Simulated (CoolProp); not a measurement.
The fluoroketone C6F12O (FK-5-1-12) at 414.74 K and 0.306 MPa is throttled through a valve to 0.126 MPa with no heat exchange. Each further row changes one setting.

Values from CoolProp's reference Helmholtz-energy equation of state, McLinden 2015.

```
case                        temperature change (K)  final density (kg/m³)
--------------------------  ----------------------  ---------------------
as stated                                      [?]                    [?]
outlet pressure 0.0378 MPa                     [?]                   3.52
outlet pressure 0.164 MPa                     -1.5                   15.7
```

Q: What belongs in the gaps?

A: 
- as stated, temperature change (K): -1.9
- as stated, final density (kg/m³): 12.0
- outlet pressure 0.0378 MPa, temperature change (K): -2.8
